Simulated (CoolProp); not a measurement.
A single-stage vapour-compression cycle with R115: evaporating at 241.15 K (dew point), condensing at 291.15 K (bubble point), superheat 5 K, subcooling 0 K, compressor efficiency 0.8, no pressure losses. Each further row changes one setting.

The numbers come from the reference Helmholtz-energy equation of state, Lemmon 2016 in CoolProp.

```tsv
case	cooling COP	pressure ratio	discharge temperature (K)	refrigerating effect (kJ/kg)	volumetric capacity (kJ/m³)
as stated	2.78	5.41	296.2	75.5	830
evaporating temperature 246.15 K	3.26	4.42	295.8	78.3	1040
condensing temperature 286.15 K	3.24	4.70	291.6	80.9	888
subcooling 5 K	2.97	5.41	296.2	80.9	888
superheat 15 K	2.87	5.41	306.2	82.2	862
compressor efficiency 0.7	2.43	5.41	301.0	75.5	830
```
